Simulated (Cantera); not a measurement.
A closed system holds: 1 mol B2O3, 12 mol HF, held at 1350 °C and 0.100 bar.

Equilibrium computed with Cantera from the NASA thermochemical tables; the gas is ideal and each condensed phase is pure. Candidate condensed phases: B, B2O3, B3O3H3, H2O; 43 gas species. Gases not in the tables: H3BO3. The numbers say what is thermodynamically allowed, not how fast it happens.

Base state: HF 0.693, H2O 0.142, BOF 0.0902, BF3 0.0670, HBO2 0.00665, H2 0.000329, O2 0.000139, B3O3F3 7.40e-5 (mole fractions); condensed: gas only.

Question: What changes in the equilibrium state with this change: B2O3 replaced by MgO?

Answer: 
| species | before | after |
|---|---|---|
| HF | 0.693 | 0.905 |
| H2O | 0.142 | 0.0903 |
| MgF2 | 0 | 0.00406 |
| BOF | 0.0902 | 0 |
| BF3 | 0.0670 | 0 |
| HBO2 | 0.00665 | 0 |
| B3O3F3 | 7.40e-5 | 0 |
| BOF2 | 2.90e-5 | 0 |
| B2O3 | 1.57e-5 | 0 |
| MgF2(l), mol | 0 | 0.955 |
Further candidate phases: Mg, MgF2, MgO, Mg(OH)2.
